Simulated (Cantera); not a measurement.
Input: 1 mol SiCl₄, 660 mol H₂, at 7.50 Torr.

Equilibrium computed with Cantera from the NASA thermochemical tables; the gas is ideal and each condensed phase is pure. Candidate condensed phases: Si; 19 gas species. The numbers say what is thermodynamically allowed, not how fast it happens. All values below are at 2223 K.

Base state: H₂ 0.931, H 0.0618, HCl 0.00557, Si 0.00138, Cl 0.000268, SiH 5.65e-5 (mole fractions); condensed: gas only.

What changes in the equilibrium state with this change: H₂ from 660 to 65 mol?


| species | before | after |
|---|---|---|
| H₂ | 0.931 | 0.872 |
| H | 0.0618 | 0.0598 |
| HCl | 0.00557 | 0.0510 |
| Si | 0.00138 | 0.0115 |
| SiCl₂ | 1.89e-6 | 0.00141 |
| SiCl | 9.01e-6 | 0.000711 |
| Si₂ | 6.97e-7 | 4.84e-5 |
| Cl | 0.000268 | 0.00254 |
| SiH | 5.65e-5 | 0.000456 |
The tables' values for SiCl are old estimates; treat these amounts as uncertain. Gases not in the tables: Si₂H₆ and higher silanes.

What changes in the equilibrium state with this change: pressure from 7.50 Torr to 75.0 Torr?


```tsv
species	before	after
H₂	0.931	0.973
H	0.0618	0.0200
HCl	0.00557	0.00583
Si	0.00138	0.00120
SiCl₂	1.89e-6	1.72e-5
SiH₂	9.29e-6	8.40e-5
Cl	0.000268	8.69e-5
SiCl	9.01e-6	2.53e-5
SiH	5.65e-5	0.000158
```
The tables' values for SiCl are old estimates; treat these amounts as uncertain. Gases not in the tables: Si₂H₆ and higher silanes.
